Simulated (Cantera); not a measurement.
A freely propagating, adiabatic, planar premixed flame of H2 : O2 : N2 = 1 : 0.227 : 0.855 (molar parts), equivalence ratio 2.2, unburnt at 300 K and 1.01 bar; mixture-averaged transport, grid criteria slope 0.08 and curve 0.16, no radiation.

Detailed kinetics in Cantera: the H2/O2 subset of GRI-Mech 3.0, which has no nitrogen chemistry. Burning velocities carry a grid error of a few per cent, more on coarse grids.

**Question.** What does this change do: inlet temperature 300 to 450 K?

**Answer.** 
```
quantity                    before     after
------------------------  --------  --------
laminar burning velocity  289 cm/s  543 cm/s
thermal thickness         0.327 mm  0.399 mm
peak x(O)                  0.00217   0.00282
peak x(OH)                 0.00208   0.00294
peak x(H2O2)              0.000103   3.36e-5
```

**Question.** What does this change do: N2 0.855 to 1.1 parts?

**Answer.** 
| quantity | before | after |
|---|---|---|
| laminar burning velocity | 289 cm/s | 221 cm/s |
| thermal thickness | 0.327 mm | 0.340 mm |
| peak x(O) | 0.00217 | 0.00152 |
| peak x(OH) | 0.00208 | 0.00135 |
| peak x(H2O2) | 0.000103 | 9.12e-5 |
